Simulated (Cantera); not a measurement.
Thermodynamics of silicon etching in halogen gases, feed Si + HBr + H2

Input: 1 mol Si, 13 mol HBr, 40 mol H2, held at 2.30 mbar.

Cantera equilibrium calculation (NASA polynomials, part measured and part estimated; ideal gas, pure solids and liquids). Candidate condensed phases: Br2, Si; 19 gas species. The tables' values for SiBr3, SiBr are old estimates; treat these amounts as uncertain. Equilibrium is a limit: real reactors are often held back by kinetics, nucleation or transport.

From 475 K to 1675 K nothing is condensed. The main Si-bearing gas is SiBr4 at 475 K and SiBr2 at 1675 K.

```
T (K)   x H2  x HBr      x Br  x SiBr4  x SiBr2
-----  -----  -----  --------  -------  -------
475    0.808  0.173    <1e-12   0.0192   <1e-12
625    0.808  0.173  2.85e-10   0.0192   <1e-12
775    0.808  0.173   7.79e-8   0.0192  3.59e-8
925    0.807  0.173   3.52e-6   0.0190  4.18e-5
1075   0.799  0.182   5.86e-5   0.0138  0.00429
1225   0.777  0.204  0.000538  0.00155   0.0166
1375   0.774  0.204   0.00279  9.20e-5   0.0185
1525   0.774  0.196    0.0101  8.21e-6   0.0186
1675   0.775  0.178    0.0271  9.75e-7   0.0183
```
x: gas mole fraction; nothing condenses.
